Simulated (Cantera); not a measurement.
## Premixed flame

A freely propagating, adiabatic, planar premixed flame of CH₄ : O₂ : N₂ = 1 : 2.11 : 10.3 (molar parts), equivalence ratio 0.95, unburnt at 450 K and 1.00 bar; mixture-averaged transport, grid criteria slope 0.08 and curve 0.16, no radiation.

Detailed kinetics in Cantera: GRI-Mech 3.0 (53 species, 325 reactions). Burning velocities carry a grid error of a few per cent, more on coarse grids.

```tsv
z (mm)	T (K)	u (m/s)	x CH₄	x O₂	x N₂O	x CH₃	x CO₂	x CO
-1.70	450	0.428	0.0745	0.157	<1e-8	<1e-8	4.25e-7	3.75e-6
-1.13	453	0.432	0.0742	0.157	<1e-8	4.90e-8	9.19e-6	5.48e-5
-0.850	464	0.442	0.0734	0.156	<1e-8	2.07e-7	5.15e-5	0.000240
-0.567	526	0.504	0.0696	0.152	<1e-8	1.79e-6	0.000481	0.00152
-0.283	879	0.850	0.0492	0.123	1.26e-8	0.000101	0.00548	0.0107
-0.142	1242	1.21	0.0274	0.0895	3.25e-8	0.000734	0.0139	0.0221
0	1596	1.56	0.00600	0.0496	6.82e-8	0.000973	0.0278	0.0327
0.142	1736	1.69	0.000284	0.0284	1.11e-7	7.29e-5	0.0421	0.0280
0.283	1784	1.73	6.88e-6	0.0222	1.32e-7	1.96e-6	0.0512	0.0205
0.567	1841	1.78	<1e-8	0.0185	1.39e-7	<1e-8	0.0586	0.0141
1.13	1905	1.83	<1e-8	0.0158	1.47e-7	<1e-8	0.0625	0.0106
2.27	1963	1.88	<1e-8	0.0134	1.58e-7	<1e-8	0.0656	0.00781
4.54	2006	1.92	<1e-8	0.0114	1.60e-7	<1e-8	0.0685	0.00517
```
x: mole fraction of selected species; z is measured from the peak of heat release.

| Property | Result |
|---|---|
| laminar burning velocity | 42.8 cm/s |
| thermal thickness | 0.567 mm |
| peak x(CH₃) | 0.00123 |
| peak x(CO) | 0.0330 |
| grid points | 139 |
